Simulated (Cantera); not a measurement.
Calcination and drying: Mg(OH)₂ + C + H₂

Charge: 1 mol Mg(OH)₂, 0.24 mol C, 0.28 mol H₂, equilibrated at 2150 K.

These are equilibrium values from Cantera (NASA tables, ideal gas, pure condensed phases), not measurements of a reactor. Candidate condensed phases: C, C₆H₆, C₇H₈, C₈H₁₈, H₂O, Mg, MgCO₃, MgO, Mg(OH)₂; 116 gas species. The tables' values for MgH are old estimates; treat these amounts as uncertain. The numbers say what is thermodynamically allowed, not how fast it happens.

```csv
P (Pa),x H₂O,x H₂,x Mg,x CO,x H,x O₂,x O,x OH,x CO₂,n MgO(s)
10,0.245,0.0711,0.306,0.0446,0.112,0.0811,0.0556,0.0499,0.0300,0
68,0.444,0.229,0.0843,0.0982,0.0774,0.00380,0.00462,0.0194,0.0372,0.848
460,0.458,0.330,0.0174,0.119,0.0357,0.000288,0.000489,0.00640,0.0324,0.971
3200,0.463,0.361,0.00271,0.125,0.0142,3.53e-5,6.49e-5,0.00235,0.0313,0.995
22000,0.466,0.369,0.000400,0.126,0.00546,4.98e-6,9.29e-6,0.000891,0.0312,0.999
150000,0.468,0.372,5.89e-5,0.127,0.00210,7.25e-7,1.36e-6,0.000341,0.0311,1.000
1000000,0.468,0.373,8.84e-6,0.127,0.000814,1.08e-7,2.03e-7,0.000132,0.0311,1.000
```
x: gas mole fraction; n: condensed amount in mol.

At 0.000100 bar nothing is condensed. From 0.000680 bar to 10.0 bar the condensed part is MgO(s). The main Mg-bearing gas is Mg at 0.000100 bar and Mg(OH)₂ at 10.0 bar.
